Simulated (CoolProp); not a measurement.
Saturation properties of oxygen.

Values from CoolProp's reference Helmholtz-energy equation of state, Schmidt 1985.

```tsv
T (°C)	p (kPa)	vapour density (kg/m³)	vapour viscosity (µPa s)	liquid conductivity (mW/(m K))
-196.65	(withheld)	(withheld)	5.87	170
-193.05	30.53	1.487	6.16	(withheld)
-189.45	48.57	2.276	6.44	160
-185.75	74.95	3.387	6.73	(withheld)
-182.15	(withheld)	4.826	7.01	150
-178.55	157.1	6.685	7.30	144
-174.95	217.7	9.038	7.58	139
-171.35	294.6	(withheld)	7.87	134
```

Question: What belongs in the gaps?

Answer: 
- -196.65, p (kPa): 18.30
- -196.65, vapour density (kg/m³): 0.9289
- -193.05, liquid conductivity (mW/(m K)): 165
- -185.75, liquid conductivity (mW/(m K)): 155
- -182.15, p (kPa): 110.2
- -171.35, vapour density (kg/m³): 11.97

It boils at -183.0 °C under 1 atm.

Viscosity comes from a separate model (Lemmon 2004). Thermal conductivity comes from a separate model (Lemmon 2004).
